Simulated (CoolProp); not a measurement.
Ammonia along the isotherm -13.15 °C: fugacity coefficient from the reference equation and from simpler models built on Tc = 132.4 °C, pc = 11.36 MPa, ω = 0.256; each cubic takes its own stable root.

Model: reference Helmholtz-energy equation of state, Gao 2020, in CoolProp.

```json
[
 {"p (MPa)": "1.55", "phase": "liquid", "reference": "0.1594"},
 {"p (MPa)": "3.1", "phase": "liquid", "reference": "0.08120"},
 {"p (MPa)": "4.65", "phase": "liquid", "reference": "0.05515"},
 {"p (MPa)": "6.2", "phase": "liquid", "reference": "0.04213"},
 {"p (MPa)": "7.75", "phase": "liquid", "reference": "0.03434"},
 {"p (MPa)": "9.3", "phase": "liquid", "reference": "0.02915"},
 {"p (MPa)": "10.8", "phase": "liquid", "reference": "0.02555"},
 {"p (MPa)": "12.4", "phase": "liquid", "reference": "0.02268"},
 {"p (MPa)": "13.9", "phase": "liquid", "reference": "0.02060"},
 {"p (MPa)": "15.5", "phase": "liquid", "reference": "0.01882"},
 {"p (MPa)": "17", "phase": "liquid", "reference": "0.01747"}
]
```

Problem. How far does each simpler model (van der Waals, Redlich-Kwong, Soave-Redlich-Kwong, Peng-Robinson) lie from the reference over these 11 states: mean and median of the absolute difference, and the worst?

Solution. 
- van der Waals: mean 465.7 %, median 465.4 %, worst +512.5 % at -13.15 °C and 17 MPa
- Redlich-Kwong: mean 82.4 %, median 82.3 %, worst +87.4 % at -13.15 °C and 17 MPa
- Soave-Redlich-Kwong: mean 3.1 %, median 3.1 %, worst +5.6 % at -13.15 °C and 17 MPa
- Peng-Robinson: mean 2.3 %, median 2.3 %, worst +3.4 % at -13.15 °C and 17 MPa
